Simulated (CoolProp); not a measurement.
Vapour-liquid equilibrium of cyclohexane (1) + n-nonane (2) at 158.15 °C; x and y are mole fractions of (1).

The numbers come from the multi-fluid Helmholtz-energy mixture model, Zhou 2014 and Lemmon 2006; pair parameters Bell 2016 in CoolProp.

```tsv
x	bubble pressure, mixture model (kPa)	bubble pressure, Raoult's law (kPa)	y, mixture model	y, Raoult's law
0.05	147.5	149.0	0.198	0.218
0.125	183.4	188.5	0.394	0.430
0.2	218.6	228.0	0.525	0.569
0.275	253.9	267.4	0.622	0.667
0.35	289.6	306.9	0.697	0.740
0.425	326.3	346.4	0.758	0.796
0.5	364.1	385.8	0.808	0.841
0.575	403.3	425.3	0.851	0.877
0.65	443.9	464.8	0.887	0.908
0.725	486.0	504.2	0.918	0.933
0.8	529.3	543.7	0.945	0.955
0.875	573.7	583.2	0.968	0.974
0.95	618.8	622.6	0.988	0.990
```

The largest gap from Raoult's law is -5.8 % in bubble pressure, at x = 0.425. No azeotrope shows between x = 0.05 and 0.95.

Pair parameters are fitted to limited data, so mixtures are less certain than the pure fluids.
